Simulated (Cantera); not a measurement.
A Cantera script and what it prints.

```python
import numpy as np
import cantera as ct

gas_names = [...]  # 123 gases of nasa_gas.yaml made of C, H, O, Si
cond_names = """
    C(gr) C6H6(L) C7H8(L) C8H18(L),n-octa H2O(s) H2O(L) Si(cr) Si(L) SiC(b) SiO2(Lqz) SiO2(hqz) SiO2(L)
""".split()


# ... load() reads the species with a 1 bar reference pressure and builds the phases ...
atoms = {
    'TEOS': {'Si': 1, 'C': 8, 'H': 20, 'O': 4},
    'H2O': {'H': 2, 'O': 1},
}
top_T = {'C(gr)': 4500, 'SiC(b)': 3050}  # K; cautious upper limits of use, not melting points


# ... equilibrate(T, P, feed) seeds the gas with the atoms and calls Mixture.equilibrate('TP', solver="vcs", rtol=1e-11, max_steps=5000) ...
results = []
feed = {'TEOS': 1, 'H2O': 8.1}  # mol
T = 1050  # K
P = 100000  # Pa
mix = equilibrate(T, P, feed)
results.append((T, P, feed, dict(zip(mix.species_names, mix.species_moles))))
print(gas.report(threshold=1e-06))
for i in range(1, mix.n_phases):
    print(f"{mix.phase(i).name:16s} {mix.phase_moles(i):12.5e} mol")
```

It prints:

```
       temperature   1050 K
          pressure   1e+05 Pa
           density   0.13197 kg/m^3
  mean mol. weight   11.521 kg/kmol
   phase of matter   gas

                          1 kg             1 kmol
                     ---------------   ---------------
          enthalpy       -3.0001e+06       -3.4564e+07  J
   internal energy       -3.7579e+06       -4.3294e+07  J
           entropy             17598        2.0275e+05  J/K
    Gibbs function       -2.1478e+07       -2.4745e+08  J
 heat capacity c_p            2881.8             33202  J/K
 heat capacity c_v            2160.2             24887  J/K

                      mass frac. Y      mole frac. X     chem. pot. / RT
                     ---------------   ---------------   ---------------
               CH4           0.01546          0.011102            -38.49
                CO           0.65807           0.27068           -39.697
               CO2           0.12047          0.031538           -77.101
                H2           0.10934           0.62487           -18.098
               H2O          0.096651          0.061811           -55.502
     [ +118 minor]        6.2681e-07          2.43e-07

C(gr)             0.00000e+00 mol
Si(cr)            0.00000e+00 mol
SiC(b)            0.00000e+00 mol
SiO2(hqz)         1.00000e+00 mol
```

These are equilibrium values from Cantera (NASA tables, ideal gas, pure condensed phases), not measurements of a reactor. The feed counts by its element totals alone.
